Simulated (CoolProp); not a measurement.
A simple Rankine cycle with n-perfluorohexane: condensing at 292.15 K, boiler at 0.221 MPa, turbine inlet 449 K, turbine efficiency 0.9, pump efficiency 0.7, no recuperator. Each further row changes one setting.

Computed with CoolProp (reference Helmholtz-energy equation of state, Gao 2022).

```
case                             thermal efficiency (%)  net work (kJ/kg)  heat in (kJ/kg)  turbine exit temperature (K)  volume ratio over the turbine
-------------------------------  ----------------------  ----------------  ---------------  ----------------------------  -----------------------------
as stated                                           9.1               [?]              237                         425.6                           9.72
condensing temperature 284.15 K                     [?]              25.0              245                           [?]                            [?]
boiler pressure 0.155 MPa                           7.7               [?]              237                           [?]                           6.78
turbine efficiency 0.8                              [?]              19.1              237                         428.1                           9.78
```

Fill in the missing entries.


- as stated, net work (kJ/kg): 21.5
- condensing temperature 284.15 K, thermal efficiency (%): 10.2
- condensing temperature 284.15 K, turbine exit temperature (K): 421.9
- condensing temperature 284.15 K, volume ratio over the turbine: 14.1
- boiler pressure 0.155 MPa, net work (kJ/kg): 18.3
- boiler pressure 0.155 MPa, turbine exit temperature (K): 429.4
- turbine efficiency 0.8, thermal efficiency (%): 8.1
